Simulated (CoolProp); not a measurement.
Values from CoolProp's reference Helmholtz-energy equation of state, Lemmon 2006. It is a short technical equation, of lower accuracy than the large ones.

For carbonyl sulfide, give the phase and the cp (kJ/(kg K)) at 414.4 K and 0.0101 MPa; 414.4 K and 0.368 MPa.


- 414.4 K and 0.0101 MPa: gas; cp 0.772
- 414.4 K and 0.368 MPa: gas; cp 0.784
